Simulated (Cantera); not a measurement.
A freely propagating, adiabatic, planar premixed flame of 58.1 % H₂, 10.7 % O₂, 31.2 % N₂, equivalence ratio 2.7, unburnt at 598 K and 0.316 atm; mixture-averaged transport, grid criteria slope 0.08 and curve 0.16, no radiation.

Computed with Cantera and the H2/O2 subset of GRI-Mech 3.0, which has no nitrogen chemistry. Burning velocities carry a grid error of a few per cent, more on coarse grids.

Task: Predict: laminar burning velocity; thermal thickness; peak x(H₂O₂); peak x(OH); peak x(HO₂); peak x(H).

Result: 
```json
{
 "laminar_burning_velocity": "829 cm/s",
 "thermal_thickness": "2.02 mm",
 "peak x(H₂O₂)": "1.54e-6",
 "peak x(OH)": "0.00281",
 "peak x(HO₂)": "9.14e-5",
 "peak x(H)": "0.117"
}
```
